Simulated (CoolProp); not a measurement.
A simple Rankine cycle with water: condensing at 297.15 K, boiler at 7.06 MPa, turbine inlet 561.5 K, turbine efficiency 0.6, pump efficiency 0.6, no recuperator. Each further row changes one setting.

Model: reference Helmholtz-energy equation of state, Wagner 2002, in CoolProp.

```csv
case,thermal efficiency (%),net work (kJ/kg),heat in (kJ/kg),turbine exit temperature (K),volume ratio over the turbine
as stated,23.3,621,2670,297.1,1400
turbine inlet 581.5 K,23.4,647,2760,297.1,1310
condensing temperature 289.15 K,24.0,647,2700,289.1,2230
boiler pressure 4.94 MPa,22.7,631,2780,297.1,911
turbine efficiency 0.5,19.3,515,2670,297.1,1470
```

The expansion ends wet for: as stated; turbine inlet 581.5 K; condensing temperature 289.15 K; boiler pressure 4.94 MPa; turbine efficiency 0.5.
